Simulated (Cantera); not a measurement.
Input: 1 mol Mg(OH)₂, 2.1 mol H₂, 2.9 mol CO₂, equilibrated at 352 °C.

Equilibrium computed with Cantera from the NASA thermochemical tables; the gas is ideal and each condensed phase is pure. Candidate condensed phases: C, C₆H₆, C₇H₈, C₈H₁₈, H₂O, Mg, MgCO₃, MgO, Mg(OH)₂; 116 gas species. Kinetics and transport are ignored.

Q: Which condensed phases are stable at each of these points (P (Pa)): 10, 36, 130, 460, 1700, 6000, 22000, 77000, 280000, 1000000?

A: 
```json
[
 {"P (Pa)": "10", "condensed phases": "MgO(s)", "Mg condensed (%)": "100.0"},
 {"P (Pa)": "36", "condensed phases": "MgO(s)", "Mg condensed (%)": "100.0"},
 {"P (Pa)": "130", "condensed phases": "MgO(s)", "Mg condensed (%)": "100.0"},
 {"P (Pa)": "460", "condensed phases": "MgO(s)", "Mg condensed (%)": "100.0"},
 {"P (Pa)": "1700", "condensed phases": "C(graphite) + MgO(s)", "Mg condensed (%)": "100.0"},
 {"P (Pa)": "6000", "condensed phases": "C(graphite) + MgO(s)", "Mg condensed (%)": "100.0"},
 {"P (Pa)": "22000", "condensed phases": "C(graphite) + MgO(s)", "Mg condensed (%)": "100.0"},
 {"P (Pa)": "77000", "condensed phases": "C(graphite) + MgCO₃(s)", "Mg condensed (%)": "100.0"},
 {"P (Pa)": "280000", "condensed phases": "C(graphite) + MgCO₃(s)", "Mg condensed (%)": "100.0"},
 {"P (Pa)": "1000000", "condensed phases": "C(graphite) + MgCO₃(s)", "Mg condensed (%)": "100.0"}
]
```

From 10.0 Pa to 460 Pa the condensed part is MgO(s). From 1700 Pa to 22000 Pa the condensed part is C(graphite) + MgO(s). From 77000 Pa to 1000000 Pa the condensed part is C(graphite) + MgCO₃(s).
